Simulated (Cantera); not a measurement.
Cantera run:

```python
import numpy as np
import cantera as ct

gas_names = """
    B BH BH2 BH3 BN BO BO2 B2 B2O B2O2 B2O3 B3O3H3 H HBO HBO2 HNO HNO2 HNO3 HO2 H2 H2O H2O2 H3B3O6 N NH
    NH2 NH3 NH2OH NO NO2 NO3 N2 N2H2 N2H4 N2O O OH O2 O3
""".split()
cond_names = """
    B(b) B(L) BN(s) B2O3(L) B3O3H3(cr) H2O(s) H2O(L)
""".split()


def load(file, names, dense=False):
    # The tables refer to 1 bar. Condensed volumes are neglected.
    table = {s.name: s for s in ct.Species.list_from_file(file)}
    out = []
    for n in names:
        d = dict(table[n].input_data)
        d["thermo"] = dict(d["thermo"], **{"reference-pressure": 1e5})
        if dense:
            d["equation-of-state"] = {"model": "constant-volume", "density": "1e6 g/cm^3"}
        out.append(ct.Species.from_dict(d))
    return out


gas = ct.Solution(thermo="ideal-gas", species=load("nasa_gas.yaml", gas_names))
cond = {s.name: ct.Solution(thermo="fixed-stoichiometry", species=[s], name=s.name)
        for s in load("nasa_condensed.yaml", cond_names, dense=True)}
atoms = {
    'B2O3': {'B': 2, 'O': 3},
    'N2': {'N': 2},
    'H2': {'H': 2},
}
top_T = {'BN(s)': 3200}  # K; cautious upper limits of use, not melting points


def equilibrate(T, P, feed):
    n = {}
    for name, mol in feed.items():
        for a, k in atoms[name].items():
            n[a] = n.get(a, 0.0) + k * mol
    gas.TPX = T, P, n
    mass = sum(n.values()) * gas.mean_molecular_weight
    gas.equilibrate("TP")
    valid = [c for c in cond.values() if c.min_temp <= T <= top_T.get(c.name, c.max_temp)]
    mix = ct.Mixture([(gas, mass / gas.mean_molecular_weight)] + [(c, 0.0) for c in valid])
    mix.T, mix.P = T, P
    mix.equilibrate("TP", solver="vcs", rtol=1e-11, max_steps=5000)
    return mix


results = []
feed = {'B2O3': 1, 'N2': 8.3, 'H2': 120}  # mol
P = 88  # Pa
for T in [1450, 1500, 1550, 1600, 1650, 1700, 1750, 1800, 1850, 1900]:
    mix = equilibrate(T, P, feed)
    results.append((T, P, feed, dict(zip(mix.species_names, mix.species_moles))))

top = {s: max(r[3][s] / sum(r[3][g] for g in gas_names) for r in results) for s in gas_names}
cols = sorted((s for s in top if top[s] > 0.0001), key=lambda s: -top[s])[:7]
seen = [c for c in cond_names if any(r[3].get(c, 0) > 1e-12 for r in results)]
print("log10 of partial pressures in bar; condensed amounts in mol")
print(f"{'T/K':>10s}" + "".join(f"{s[:9]:>10s}" for s in cols + seen))
for T, P, feed, n in results:
    ng = sum(n[g] for g in gas_names)
    print(f"{T:10.4g}" + "".join(f"{np.log10(max(n[s] / ng * P / 1e5, 1e-99)):10.3f}" for s in cols)
          + "".join(f"{n.get(c, 0):10.4g}" for c in seen))
```

Output:

```
log10 of partial pressures in bar; condensed amounts in mol
       T/K        H2        N2         H       HBO      HBO2        BO       H2O
      1450    -3.091    -4.248    -6.570    -5.338    -5.351    -7.368    -6.506
      1500    -3.091    -4.248    -6.300    -5.313    -5.342    -7.106    -6.383
      1550    -3.091    -4.248    -6.047    -5.291    -5.337    -6.862    -6.270
      1600    -3.092    -4.248    -5.811    -5.272    -5.335    -6.635    -6.166
      1650    -3.093    -4.249    -5.588    -5.256    -5.337    -6.424    -6.069
      1700    -3.094    -4.249    -5.378    -5.245    -5.342    -6.229    -5.979
      1750    -3.095    -4.250    -5.181    -5.238    -5.351    -6.049    -5.894
      1800    -3.097    -4.251    -4.995    -5.238    -5.364    -5.885    -5.814
      1850    -3.100    -4.252    -4.819    -5.245    -5.383    -5.736    -5.738
      1900    -3.104    -4.254    -4.652    -5.259    -5.408    -5.603    -5.666
```

Cantera equilibrium calculation (NASA polynomials, part measured and part estimated; ideal gas, pure solids and liquids).
